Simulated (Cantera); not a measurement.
A freely propagating, adiabatic, planar premixed flame of 6.26 % C3H8, 26.1 % O2, 67.6 % N2, unburnt at 375 K and 0.701 atm; mixture-averaged transport, grid criteria slope 0.08 and curve 0.16, no radiation.

Computed with Cantera and GRI-Mech 3.0 (53 species, 325 reactions). GRI-Mech 3.0 was tuned for natural gas; its chemistry of propane as a main component is partial and can be far from experiment. Burning velocities carry a grid error of a few per cent, more on coarse grids.

Predict: laminar burning velocity; thermal thickness; peak x(H); peak x(CH4); peak x(C2H); peak x(CH2O).


```json
{
  "laminar_burning_velocity": "117 cm/s",
  "thermal_thickness": "0.294 mm",
  "peak x(H)": "0.0193",
  "peak x(CH4)": "0.00471",
  "peak x(C2H)": "1.71e-5",
  "peak x(CH2O)": "0.00262"
}
```
